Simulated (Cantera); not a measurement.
Charge: 1 mol Al, 0.33 mol Br2, at 1500 K and 0.00133 bar.

These are equilibrium values from Cantera (NASA tables, ideal gas, pure condensed phases), not measurements of a reactor. Candidate condensed phases: Al, AlBr3, Br2; 7 gas species. Equilibrium is a limit: real reactors are often held back by kinetics, nucleation or transport.

Base state: AlBr 0.990, Al 0.00991, Br 3.08e-5, AlBr3 2.27e-5 (mole fractions); condensed: Al(l).

Problem. What changes in the equilibrium state with this change: 0.0035 mol H2O added?

Solution. 
| species | before | after |
|---|---|---|
| AlBr | 0.990 | 0.980 |
| Al | 0.00991 | 0.00991 |
| Al2O | 0 | 0.00520 |
| H2 | 0 | 0.00514 |
| HBr | 0 | 4.51e-5 |
| H | 0 | 3.46e-5 |
| AlH | 0 | 3.13e-5 |
| Al(l), mol | 0.333 | 0.326 |
Further candidate phases: Al2O3, H2O.
